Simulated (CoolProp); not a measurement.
Properties of decamethyltetrasiloxane (MD2M) along the isotherm 326.85 °C.

Computed with CoolProp (reference Helmholtz-energy equation of state, Thol 2017).

```json
[
 {"p (kPa)": "179", "phase": "gas", "cp (kJ/(kg K))": "2.046", "speed of sound (m/s)": "121.1", "isothermal compressibility (1/MPa)": "5.902", "expansivity (1/kK)": "2.029"},
 {"p (kPa)": "358", "phase": "gas", "cp (kJ/(kg K))": "2.064", "speed of sound (m/s)": "113.9", "isothermal compressibility (1/MPa)": "3.162", "expansivity (1/kK)": "2.543"},
 {"p (kPa)": "536", "phase": "gas", "cp (kJ/(kg K))": "2.092", "speed of sound (m/s)": "105.4", "isothermal compressibility (1/MPa)": "2.318", "expansivity (1/kK)": "3.336"},
 {"p (kPa)": "715", "phase": "gas", "cp (kJ/(kg K))": "2.145", "speed of sound (m/s)": "94.80", "isothermal compressibility (1/MPa)": "1.998", "expansivity (1/kK)": "4.760"},
 {"p (kPa)": "894", "phase": "gas", "cp (kJ/(kg K))": "2.272", "speed of sound (m/s)": "80.51", "isothermal compressibility (1/MPa)": "2.043", "expansivity (1/kK)": "8.084"},
 {"p (kPa)": "1070", "phase": "gas", "cp (kJ/(kg K))": "2.931", "speed of sound (m/s)": "58.27", "isothermal compressibility (1/MPa)": "3.242", "expansivity (1/kK)": "24.39"},
 {"p (kPa)": "1250", "phase": "supercritical", "cp (kJ/(kg K))": "3.426", "speed of sound (m/s)": "73.39", "isothermal compressibility (1/MPa)": "0.7602", "expansivity (1/kK)": "25.74"},
 {"p (kPa)": "1430", "phase": "supercritical", "cp (kJ/(kg K))": "2.785", "speed of sound (m/s)": "105.7", "isothermal compressibility (1/MPa)": "0.2774", "expansivity (1/kK)": "11.72"},
 {"p (kPa)": "1610", "phase": "supercritical", "cp (kJ/(kg K))": "2.621", "speed of sound (m/s)": "127.1", "isothermal compressibility (1/MPa)": "0.1743", "expansivity (1/kK)": "8.338"},
 {"p (kPa)": "1790", "phase": "supercritical", "cp (kJ/(kg K))": "2.539", "speed of sound (m/s)": "143.9", "isothermal compressibility (1/MPa)": "0.1286", "expansivity (1/kK)": "6.728"},
 {"p (kPa)": "1970", "phase": "supercritical", "cp (kJ/(kg K))": "2.489", "speed of sound (m/s)": "158.0", "isothermal compressibility (1/MPa)": "0.1026", "expansivity (1/kK)": "5.761"},
 {"p (kPa)": "2150", "phase": "supercritical", "cp (kJ/(kg K))": "2.455", "speed of sound (m/s)": "170.3", "isothermal compressibility (1/MPa)": "0.08577", "expansivity (1/kK)": "5.106"},
 {"p (kPa)": "2320", "phase": "supercritical", "cp (kJ/(kg K))": "2.430", "speed of sound (m/s)": "180.8", "isothermal compressibility (1/MPa)": "0.07447", "expansivity (1/kK)": "4.651"},
 {"p (kPa)": "2500", "phase": "supercritical", "cp (kJ/(kg K))": "2.410", "speed of sound (m/s)": "190.8", "isothermal compressibility (1/MPa)": "0.06550", "expansivity (1/kK)": "4.278"},
 {"p (kPa)": "2680", "phase": "supercritical", "cp (kJ/(kg K))": "2.394", "speed of sound (m/s)": "200.1", "isothermal compressibility (1/MPa)": "0.05857", "expansivity (1/kK)": "3.981"},
 {"p (kPa)": "2860", "phase": "supercritical", "cp (kJ/(kg K))": "2.380", "speed of sound (m/s)": "208.7", "isothermal compressibility (1/MPa)": "0.05303", "expansivity (1/kK)": "3.737"}
]
```

The peak of cp marks the crossing from liquid-like to gas-like fluid above the critical point.
